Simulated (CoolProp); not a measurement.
Saturated liquid density (kg/m³) of normal hydrogen: the reference equation beside estimates from Tc = -240.0 °C, pc = 12.96 bar, ω = -0.219.

Computed with CoolProp (reference Helmholtz-energy equation of state, Leachman 2009).

| T (°C) | reference | Redlich-Kwong | Soave-Redlich-Kwong |
|---|---|---|---|
| -249.55 | 66.77 | 77.45 | 71.45 |
| -248.25 | 64.86 | 73.93 | 68.19 |
| -247.05 | 62.91 | 70.37 | 64.94 |
| -245.75 | 60.54 | 66.12 | 61.11 |
| -244.45 | 57.82 | 61.32 | 56.85 |
| -243.15 | 54.54 | 55.76 | 51.99 |
| -241.95 | 50.64 | 49.55 | 46.60 |
| -240.65 | 43.92 | 40.16 | 38.54 |

Absolute difference from the reference over all 8 rows, mean and median: Redlich-Kwong 8.8 and 8.9 %, Soave-Redlich-Kwong 5.4 and 4.9 %.
